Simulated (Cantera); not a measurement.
Standard-state values (1 bar) from the NASA 1993 polynomials, evaluated with Cantera. Values are per mole of reaction as written; species without (g) are pure solids or liquids, kept so even where they would boil at 1 bar.

Q: Between 2698 and 2948 K, where is each reaction favourable under standard conditions?
- 3 F(g) + Al = AlF3(g)

A: 
- 3 F(g) + Al = AlF3(g): ΔG° is -744 kJ at 2698 K and -674 kJ at 2948 K; it stays negative (K > 1). ΔH° is -1497 kJ and ΔS° -279 J/K at 2948 K.
